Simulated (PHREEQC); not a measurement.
Alkaline etch or developer (model solution)

Make-up at 20 °C: 38 mmol/kgw NaOH and 80 mmol/kgw K2CO3. Closed to the air; pH follows from the charge balance.

The numbers come from PHREEQC with the ion-association model, phreeqc.dat.

No solid was allowed to form.

What pH, ionic strength does the model give?

pH 12.59; ionic strength 0.261 mol/kgw.

In which forms is C present?

CO3-2 89 %, NaCO3- 11 % of the C.

Species that the database lacks are ignored.
